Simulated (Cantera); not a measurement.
Charge: 1 mol SiHCl₃, 0.14 mol C₂H₂, 9.1 mol H₂, held at 0.0180 bar.

These are equilibrium values from Cantera (NASA tables, ideal gas, pure condensed phases), not measurements of a reactor. Candidate condensed phases: C, C₆H₆, C₇H₈, C₈H₁₈, Si, SiC; 109 gas species. Mutual solubility and eutectic melting of coexisting phases are not modelled. Gases not in the tables: Si₂H₆ and higher silanes. Kinetics and transport are ignored.

Task: Which condensed phases are stable at each of these points (T (°C)): 925, 1000, 1075, 1150, 1225, 1300, 1375, 1450, 1525?

Result: 
```
T (°C)  condensed phases  Si condensed (%)
------  ----------------  ----------------
925       Si(s) + SiC(s)              33.2
1000      Si(s) + SiC(s)              31.0
1075              SiC(s)              28.0
1150              SiC(s)              28.0
1225              SiC(s)              28.0
1300              SiC(s)              28.0
1375              SiC(s)              28.0
1450              SiC(s)              28.0
1525              SiC(s)              28.0
```

From 925 °C to 1000 °C the condensed part is Si(s) + SiC(s). From 1075 °C to 1525 °C the condensed part is SiC(s).
